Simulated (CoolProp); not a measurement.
Vapour-liquid equilibrium of dimethyl ether (1) + 1-butene (2) at 302.2 K; x and y are mole fractions of (1).

Computed with CoolProp (multi-fluid Helmholtz-energy mixture model, Wu 2011 and Lemmon 2005; pair parameters Bell 2016).

```tsv
x	bubble pressure, mixture model (kPa)	bubble pressure, Raoult's law (kPa)	y, mixture model	y, Raoult's law
0.05	358.6	351.8	0.104	0.094
0.125	?	376.3	0.235	0.220
0.2	422.9	400.8	0.343	0.330
0.275	452.2	425.3	0.435	0.428
0.35	479.7	449.8	?	0.515
0.425	?	474.3	0.584	0.593
0.5	530.0	498.8	0.647	0.664
0.575	553.0	523.4	0.705	0.728
0.65	?	547.9	0.759	0.786
0.725	?	572.4	0.811	0.839
0.8	614.9	596.9	0.862	0.888
0.875	633.5	621.4	0.913	0.933
0.95	?	645.9	?	0.974
```

Task: What belongs in the gaps?

Result: 
- 0.125, bubble pressure, mixture model (kPa): 391.7
- 0.35, y, mixture model: 0.514
- 0.425, bubble pressure, mixture model (kPa): 505.6
- 0.65, bubble pressure, mixture model (kPa): 574.7
- 0.725, bubble pressure, mixture model (kPa): 595.3
- 0.95, bubble pressure, mixture model (kPa): 651.1
- 0.95, y, mixture model: 0.965

The largest gap from Raoult's law is +6.6 % in bubble pressure, at x = 0.35. No azeotrope shows between x = 0.05 and 0.95.

Pair parameters are fitted to limited data, so mixtures are less certain than the pure fluids.
